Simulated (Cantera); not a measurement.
Input: 1 mol Si, a varied amount of HF, 77 mol N2, held at 750 K and 19.0 Pa.

These are equilibrium values from Cantera (NASA tables, ideal gas, pure condensed phases), not measurements of a reactor. Candidate condensed phases: Si, Si3N4; 37 gas species. Equilibrium is a limit: real reactors are often held back by kinetics, nucleation or transport.

### Question
At 14 mol HF, list the 4 most abundant gas species with their mole fractions, and the condensed phases.

### Answer
N2 0.856, HF 0.111, H2 0.0222, SiF4 0.0111. Condensed: gas only.
